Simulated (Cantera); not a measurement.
**Silicon epitaxy and polysilicon growth: SiCl4 + Cl2 + H2**

Input: 1 mol SiCl4, 0.72 mol Cl2, 66 mol H2, at 1450 K and 1330 Pa.

These are equilibrium values from Cantera (NASA tables, ideal gas, pure condensed phases), not measurements of a reactor. Candidate condensed phases: Si; 19 gas species. The tables' values for SiCl3 are old estimates; treat these amounts as uncertain. Kinetics and transport are ignored.

| Item | Result |
|---|---|
| x(H2) | 0.932 |
| x(HCl) | 0.0568 |
| x(SiCl2) | 0.0107 |
| x(SiCl3) | 0.000253 |
| x(H) | 7.91e-5 |
| x(SiHCl3) | 3.08e-5 |
| x(SiCl4) | 2.18e-5 |
| x(SiH2Cl2) | 6.75e-6 |
| x(Cl) | 3.93e-6 |
| n(Si(s)) | 0.244 mol |
| gas amount | 68.71 mol |
